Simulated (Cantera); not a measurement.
An isothermal, constant-pressure homogeneous reactor starts with H₂ : O₂ : N₂ = 0.47 : 1 : 11 (molar parts), equivalence ratio 0.23, at 1025 K and 100000 Pa.

Cantera simulation using the H2/O2 subset of GRI-Mech 3.0, which has no nitrogen chemistry; the numbers are that mechanism's predictions, not measurements. The temperature is held fixed by assumption; the heat of reaction is taken as removed at once.

x: mole fraction; the columns are a selection and need not sum to one.

```json
[
 {"t (s)": "0.000100", "x H₂": "0.0377", "x O₂": "0.0802", "x O": "5.97e-10", "x HO₂": "2.70e-9", "x OH": "2.23e-10"},
 {"t (s)": "0.000388", "x H₂": "0.0377", "x O₂": "0.0802", "x O": "3.14e-6", "x HO₂": "1.18e-5", "x OH": "1.38e-6"},
 {"t (s)": "0.00151", "x H₂": "0.00258", "x O₂": "0.0637", "x O": "3.52e-5", "x HO₂": "2.63e-5", "x OH": "3.25e-5"},
 {"t (s)": "0.00585", "x H₂": "0.00121", "x O₂": "0.0631", "x O": "3.95e-6", "x HO₂": "1.55e-5", "x OH": "4.16e-6"},
 {"t (s)": "0.0227", "x H₂": "(withheld)", "x O₂": "0.0628", "x O": "(withheld)", "x HO₂": "(withheld)", "x OH": "(withheld)"},
 {"t (s)": "0.0881", "x H₂": "0.000127", "x O₂": "0.0626", "x O": "2.79e-7", "x HO₂": "2.90e-6", "x OH": "8.52e-7"},
 {"t (s)": "0.342", "x H₂": "1.91e-5", "x O₂": "0.0625", "x O": "1.91e-8", "x HO₂": "5.72e-7", "x OH": "2.60e-7"},
 {"t (s)": "1.33", "x H₂": "(withheld)", "x O₂": "0.0625", "x O": "9.06e-10", "x HO₂": "(withheld)", "x OH": "(withheld)"},
 {"t (s)": "5.15", "x H₂": "4.08e-8", "x O₂": "0.0625", "x O": "5.33e-11", "x HO₂": "1.98e-9", "x OH": "6.03e-8"},
 {"t (s)": "20.0", "x H₂": "2.85e-11", "x O₂": "0.0625", "x O": "7.25e-11", "x HO₂": "3.60e-10", "x OH": "7.94e-8"}
]
```

What belongs in the gaps?


- 0.0227, x H₂: 0.000533
- 0.0227, x O: 1.44e-6
- 0.0227, x HO₂: 8.68e-6
- 0.0227, x OH: 2.03e-6
- 1.33, x H₂: 2.21e-6
- 1.33, x HO₂: 7.72e-8
- 1.33, x OH: 8.60e-8
